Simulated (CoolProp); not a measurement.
Vapour-liquid equilibrium of isohexane (1) + benzene (2) at 454.6 K; x and y are mole fractions of (1).

The numbers come from the multi-fluid Helmholtz-energy mixture model, Lemmon 2006 and Thol 2012; pair parameters Bell 2016 in CoolProp.

**Question.** Give the bubble pressure and the first vapour's composition at x = 0.35, 0.5, 0.8. Is there an azeotrope?

**Answer.** x = 0.35: 1.334 MPa, y = 0.431; x = 0.5: 1.409 MPa, y = 0.563; x = 0.8: 1.518 MPa, y = 0.820. No azeotrope shows between x = 0.05 and 0.95.

Pair parameters are fitted to limited data, so mixtures are less certain than the pure fluids.
